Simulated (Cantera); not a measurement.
An isothermal, constant-pressure homogeneous reactor starts with 19.4 % H₂, 80.6 % O₂, equivalence ratio 0.12, at 1200 K and 13.5 Torr.

Detailed kinetics in Cantera: the H2/O2 subset of GRI-Mech 3.0, which has no nitrogen chemistry. Radical loss at walls, strong at low pressure, is not modelled. The temperature is held fixed by assumption; the heat of reaction is taken as removed at once.

x: mole fraction; the columns are a selection and need not sum to one.

```csv
t (s),x H₂,x O₂,x H,x OH,x O,x HO₂,x H₂O₂
5.00e-5,0.194,0.806,9.75e-9,2.99e-9,4.37e-9,9.69e-9,5.12e-12
0.000120,0.194,0.806,4.76e-8,1.81e-8,2.94e-8,2.33e-8,2.93e-11
0.000286,0.194,0.806,1.23e-6,4.90e-7,8.16e-7,6.13e-8,1.72e-10
0.000684,0.188,0.803,0.00237,0.000928,0.00156,4.49e-6,1.40e-8
0.00164,?,0.701,?,?,?,1.14e-5,?
0.00391,?,0.726,?,?,?,1.21e-5,?
0.00935,0.00329,0.759,0.0115,0.00607,0.0229,1.20e-5,5.28e-7
0.0224,0.000790,0.779,0.00127,0.00296,0.00530,8.24e-6,4.53e-7
0.0535,0.000127,0.784,8.08e-5,0.00119,0.000849,3.14e-6,2.40e-7
0.128,2.26e-5,0.785,6.23e-6,0.000507,0.000154,8.60e-7,1.03e-7
0.306,5.18e-6,0.786,7.07e-7,0.000246,3.60e-5,2.42e-7,4.30e-8
0.731,1.46e-6,0.786,1.09e-7,0.000132,1.03e-5,7.81e-8,1.82e-8
1.75,4.76e-7,0.786,2.06e-8,7.56e-5,3.41e-6,3.04e-8,7.75e-9
4.18,1.71e-7,0.786,4.46e-9,4.54e-5,1.23e-6,1.67e-8,3.33e-9
10.0,6.71e-8,0.786,1.11e-9,2.85e-5,4.86e-7,1.47e-8,1.49e-9
```

Fill in the missing entries.


- 0.00164, x H₂: 0.00877
- 0.00164, x H: 0.0595
- 0.00164, x OH: 0.00964
- 0.00164, x O: 0.0685
- 0.00164, x H₂O₂: 3.77e-7
- 0.00391, x H₂: 0.00662
- 0.00391, x H: 0.0368
- 0.00391, x OH: 0.00851
- 0.00391, x O: 0.0498
- 0.00391, x H₂O₂: 4.41e-7
